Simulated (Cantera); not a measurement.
An isothermal, constant-pressure homogeneous reactor starts with 11.5 % H₂, 9.62 % O₂, 78.8 % N₂, equivalence ratio 0.60, at 873 K and 24000 Pa.

Model: the H2/O2 subset of GRI-Mech 3.0, which has no nitrogen chemistry, integrated in Cantera. Below about 950 K walls govern HO2 and H2O2 in real vessels. The temperature is held fixed by assumption; the heat of reaction is taken as removed at once.

One state of this run: x H₂ = 0.00856; x O₂ = 0.0449; x H₂O = 0.113; x H = 1.77e-7; x OH = 7.87e-8; x O = 1.12e-7; x H₂O₂ = 8.07e-5. x: mole fraction; the columns are a selection and need not sum to one.

Task: Which value of t (s) does it belong to?
(A) 0.0735
(B) 0.00585
(C) 0.00108
(D) 2.15

Result: D, 2.15
